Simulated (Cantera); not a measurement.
# Catalytic combustion on Pt

An isothermal plug-flow reactor at 850 K and 750 Torr (inlet), inlet velocity 3.7 m/s, active area per volume 1300 1/m; feed CO : O₂ : N₂ : H₂O = 0.027 : 0.084 : 0.79 : 0.085 (molar parts), equivalence ratio 0.16.

Cantera simulation using Deutschmann's 1995 Pt surface mechanism with GRI-Mech 3.0 gas chemistry; the numbers are that mechanism's predictions, not measurements. Catalytic surfaces can have several steady states; this one follows from the mechanism file's or the stated starting coverage. Mass transfer to the wall is taken as infinitely fast.

```
z (m)        x CO    x O₂   x H₂O    x CO₂  θ free Pt    θ O*    θ OH*     θ CO*
-------  --------  ------  ------  -------  ---------  ------  -------  --------
0.00036    0.0193  0.0814  0.0866  0.00819      0.231  0.0151  0.00144     0.752
0.00064   0.00900  0.0767  0.0870   0.0186      0.356  0.0424  0.00301     0.599
0.0011    0.00221  0.0735  0.0873   0.0255     0.0933   0.899  0.00710   0.00103
0.002     0.00105  0.0730  0.0874   0.0267     0.0792   0.914  0.00660  0.000348
0.0036   0.000363  0.0727  0.0874   0.0274     0.0736   0.920  0.00639  0.000103
0.0064    6.61e-5  0.0725  0.0874   0.0277     0.0717   0.922  0.00631   1.78e-5
0.011     4.34e-6  0.0725  0.0874   0.0278     0.0713   0.922  0.00629   1.15e-6
0.02      2.16e-8  0.0725  0.0874   0.0278     0.0712   0.922  0.00629   5.72e-9
0.036    1.73e-12  0.0725  0.0874   0.0278     0.0712   0.922  0.00629    <1e-12
```
x: gas mole fraction; θ: surface coverage.
